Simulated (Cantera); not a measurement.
Mixture: 3.81 % CH4, 0.179 % C2H6, 20.1 % O2, 75.9 % N2, at 0.987 atm, adiabatic and at constant volume. Ignition delay is the time to a rise of 400 K.

Model: GRI-Mech 3.0 (53 species, 325 reactions), integrated in Cantera.

**Question.** Predict: delay at 1150 K; delay at 1300 K; delay at 1450 K; delay at 1600 K; apparent activation energy between 1525 and 1675 K.

**Answer.** 
```json
{
  "delay at 1150 K": "17.6 ms",
  "delay at 1300 K": "2.62 ms",
  "delay at 1450 K": "0.514 ms",
  "delay at 1600 K": "0.145 ms",
  "apparent activation energy between 1525 and 1675 K": "150 kJ/mol"
}
```
